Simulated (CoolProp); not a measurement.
Vapour-liquid equilibrium of dimethyl ether (1) + chloromethane (R40) (2) at 1160 kPa; x and y are mole fractions of (1).

The numbers come from the multi-fluid Helmholtz-energy mixture model, Wu 2011 and Thol 2014; pair parameters Bell 2016 in CoolProp.

```csv
x,bubble temperature (°C),y at the bubble point,dew temperature at overall composition x (°C),liquid density (mol/L)
0.05,51.6,0.045,51.6,…
0.125,52.0,0.115,52.0,16.43
0.2,52.3,0.188,52.4,16.13
0.275,52.6,0.264,52.6,15.84
0.35,52.8,0.343,52.8,15.56
0.425,52.8,0.422,52.9,15.29
0.5,52.9,0.503,52.9,15.02
0.575,52.8,…,52.8,14.76
0.65,52.6,…,52.6,14.51
0.725,52.3,0.740,52.4,14.26
0.8,51.9,…,52.0,14.02
0.875,51.5,0.888,51.6,13.78
0.95,51.0,0.957,51.0,13.55
```

**Question.** What belongs in the gaps?

**Answer.** 
- 0.05, liquid density (mol/L): 16.73
- 0.575, y at the bubble point: 0.583
- 0.65, y at the bubble point: 0.662
- 0.8, y at the bubble point: 0.816

y crosses x between x = 0.425 and 0.5: the model has an azeotrope there.

Pair parameters are fitted to limited data, so mixtures are less certain than the pure fluids.
